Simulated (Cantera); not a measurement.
# Equilibrium for abatement and gas-phase synthesis: SF6 + H2O + N2

Feed: 1 mol SF6, 0.29 mol H2O, a varied amount of N2, at 2402 °C and 10.0 mbar.

Equilibrium computed with Cantera from the NASA thermochemical tables; the gas is ideal and each condensed phase is pure. Candidate condensed phases: H2O, H2SO4, S; 62 gas species. The numbers say what is thermodynamically allowed, not how fast it happens.

```json
[
 {"n(N2) (mol)": "3.8", "x N2": "0.353", "x F": "0.501", "x S": "0.0598", "x HF": "0.0538", "x SO": "0.0196", "x S2": "0.00470"},
 {"n(N2) (mol)": "5.4", "x N2": "0.436", "x F": "0.436", "x S": "0.0533", "x HF": "0.0468", "x SO": "0.0168", "x S2": "0.00374"},
 {"n(N2) (mol)": "7", "x N2": "0.500", "x F": "0.386", "x S": "0.0481", "x HF": "0.0414", "x SO": "0.0146", "x S2": "0.00305"},
 {"n(N2) (mol)": "8.6", "x N2": "0.551", "x F": "0.346", "x S": "0.0439", "x HF": "0.0371", "x SO": "0.0129", "x S2": "0.00254"},
 {"n(N2) (mol)": "10", "x N2": "0.588", "x F": "0.318", "x S": "0.0409", "x HF": "0.0340", "x SO": "0.0116", "x S2": "0.00220"},
 {"n(N2) (mol)": "12", "x N2": "0.631", "x F": "0.284", "x S": "0.0372", "x HF": "0.0304", "x SO": "0.0102", "x S2": "0.00182"},
 {"n(N2) (mol)": "13", "x N2": "0.649", "x F": "0.270", "x S": "0.0356", "x HF": "0.0289", "x SO": "0.00960", "x S2": "0.00167"},
 {"n(N2) (mol)": "15", "x N2": "0.681", "x F": "0.245", "x S": "0.0328", "x HF": "0.0262", "x SO": "0.00856", "x S2": "0.00141"},
 {"n(N2) (mol)": "16", "x N2": "0.694", "x F": "0.235", "x S": "0.0315", "x HF": "0.0251", "x SO": "0.00811", "x S2": "0.00131"},
 {"n(N2) (mol)": "18", "x N2": "0.719", "x F": "0.216", "x S": "0.0294", "x HF": "0.0231", "x SO": "0.00732", "x S2": "0.00113"},
 {"n(N2) (mol)": "20", "x N2": "0.739", "x F": "0.200", "x S": "0.0275", "x HF": "0.0214", "x SO": "0.00666", "x S2": "0.000993"},
 {"n(N2) (mol)": "21", "x N2": "0.748", "x F": "0.193", "x S": "0.0266", "x HF": "0.0206", "x SO": "0.00636", "x S2": "0.000933"}
]
```
x: gas mole fraction; nothing condenses.

From 3.8 mol N2 to 21 mol N2 nothing is condensed.
